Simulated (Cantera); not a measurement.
# Catalytic stagnation flow on Pt

A jet of CH4 : O2 : N2 = 0.047 : 0.08 : 0.79 (molar parts), equivalence ratio 1.2 at 300 K and 16000 Pa hits a platinum plate 3.9 cm away at a mass flux of 0.026 kg/m²/s; the plate temperature is set and raised in steps from an oxygen-covered start.

Detailed kinetics in Cantera: Deutschmann's 1995 Pt surface mechanism with GRI-Mech 3.0 gas chemistry. Catalytic surfaces can have several steady states; this one follows from the mechanism file's or the stated starting coverage.

```csv
plate T (K),wall x CH4,wall x O2,wall x H2O,wall x OH,wall x CO,wall x CO2,θ free Pt,θ H*,θ CO*,θ C*
950,0.00267,0.00126,0.0889,<1e-8,0.0332,0.0206,0.670,0.000390,0.325,0.00443
1000,0.00193,0.000969,0.0890,<1e-8,0.0346,0.0199,0.789,0.000715,0.206,0.00386
1050,0.00157,0.000827,0.0873,<1e-8,0.0333,0.0218,0.879,0.00101,0.117,0.00256
1100,0.00141,0.000770,0.0845,<1e-8,0.0304,0.0254,0.936,0.00118,0.0616,0.00145
1150,0.00135,0.000759,0.0812,1.46e-8,0.0268,0.0297,0.967,0.00125,0.0312,0.000770
1200,0.00135,0.000777,0.0782,3.57e-8,0.0230,0.0339,0.983,0.00124,0.0157,0.000405
1250,0.00136,0.000803,0.0752,8.18e-8,0.0194,0.0379,0.991,0.00119,0.00795,0.000217
1300,0.00138,0.000830,0.0723,1.80e-7,0.0159,0.0418,0.995,0.00113,0.00406,0.000118
```
x: mole fraction at the wall; θ: surface coverage.
